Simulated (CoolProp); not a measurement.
A Linde-Hampson liquefier for nitrogen: isothermal reversible compression at 200 K from 1 atm to 30 MPa, throttling to 1 atm, return gas leaving the recuperator 10 K below the feed. Each further row changes one setting.

The numbers come from the reference Helmholtz-energy equation of state, Span 2000 in CoolProp.

```csv
case,liquid yield per pass,compression work (kJ/kg of gas)
as stated,?,320
high pressure 60 MPa,?,?
warm-end temperature 230 K,?,?
warm-end gap 15 K,?,320
```

Q: Some entries are withheld; supply them.

A: 
- as stated, liquid yield per pass: 0.233
- high pressure 60 MPa, liquid yield per pass: 0.205
- high pressure 60 MPa, compression work (kJ/kg of gas): 375
- warm-end temperature 230 K, liquid yield per pass: 0.162
- warm-end temperature 230 K, compression work (kJ/kg of gas): 380
- warm-end gap 15 K, liquid yield per pass: 0.220
